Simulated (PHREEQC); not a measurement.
A solution holds 18 mmol/kgw (NH4)2SiF6 and 0.31 mmol/kgw NH4F, at 85 °C. Closed to the air; pH follows from the charge balance.

The numbers come from PHREEQC with the ion-association model, phreeqc.dat.

This is a speciation only: nothing precipitates in the calculation.

Problem. Predict the pH, ionic strength, density.

Solution. pH 3.37; ionic strength 0.0525 mol/kgw; density 0.970 g/cm³.

Problem. In which forms is Si present?

Solution. SiF6-2 87 %, H4SiO4 13 % of the Si.

Examples of supersaturated solids here: Quartz (slow to form), Chalcedony (slow to form). Others may be too. Constants without temperature data keep their 25 °C values here. SiF6-2 is the database's only silicon fluoride.
